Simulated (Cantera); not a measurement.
## Si3N4 + Si + N2 + C (sublimation and decomposition of ceramics)

A closed system holds: 1 mol Si3N4, 0.34 mol Si, 7.4 mol N2, 0.0035 mol C, at 1773 K and 50.0 Pa.

These are equilibrium values from Cantera (NASA tables, ideal gas, pure condensed phases), not measurements of a reactor. Candidate condensed phases: C, Si, SiC, Si3N4; 20 gas species. Mutual solubility and eutectic melting of coexisting phases are not modelled. The tables' values for SiN are old estimates; treat these amounts as uncertain. The numbers say what is thermodynamically allowed, not how fast it happens.

| Quantity | Value |
|---|---|
| x(N2) | 0.996 |
| x(Si) | 0.00426 |
| x(Si2N) | 7.56e-5 |
| x(SiN) | 4.56e-5 |
| x(Si2C) | 3.91e-5 |
| x(Si2) | 2.37e-5 |
| x(Si3) | 5.72e-6 |
| n(Si(l)) | 3.29 mol |
| n(SiC(s)) | 0.00313 mol |
| gas amount | 9.441 mol |
| log10 activity of C(graphite) (absent) | -1.67 |
